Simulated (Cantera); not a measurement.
Charge: 1 mol Si₃N₄, 0.22 mol O₂, 42 mol N₂, equilibrated at 10.0 Torr.

Method: chemical equilibrium by Gibbs-energy minimisation in Cantera with the NASA 1993 tables (ideal gas, pure condensed phases). Candidate condensed phases: Si, SiO₂, Si₂N₂O, Si₃N₄; 16 gas species. The tables' values for SiN are old estimates; treat these amounts as uncertain. The numbers say what is thermodynamically allowed, not how fast it happens.

Question: At 1650 °C, list the 4 most abundant gas species with their mole fractions, and the condensed phases.

Answer: N₂ 0.989, SiO 0.00989, Si 0.00127, Si₂N 6.51e-5. Condensed: Si(l).
